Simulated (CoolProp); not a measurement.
R124 along the isobar 4.3 MPa: Z from the reference equation and from simpler models built on Tc = 122.3 °C, pc = 3.624 MPa, ω = 0.288; each cubic takes its own stable root.

Values from CoolProp's reference Helmholtz-energy equation of state, de Vries 1995.

```csv
T (°C),phase,reference
23.25,liquid,0.1725
39.05,liquid,0.1702
54.85,liquid,0.1692
70.55,liquid,0.1698
86.35,liquid,0.1727
102.15,liquid,0.1795
117.95,liquid,0.1969
133.75,supercritical,0.3614
149.55,supercritical,0.5657
165.25,supercritical,0.6546
181.05,supercritical,0.7144
196.85,supercritical,0.7589
```

How far does each simpler model (van der Waals, Redlich-Kwong, Peng-Robinson) lie from the reference over these 12 states: mean and median of the absolute difference, and the worst?


- van der Waals: mean 35.9 %, median 53.3 %, worst +60.8 % at 23.25 °C and 4.3 MPa
- Redlich-Kwong: mean 11.9 %, median 14.1 %, worst +23.8 % at 117.95 °C and 4.3 MPa
- Peng-Robinson: mean 3.0 %, median 2.1 %, worst +9.9 % at 117.95 °C and 4.3 MPa
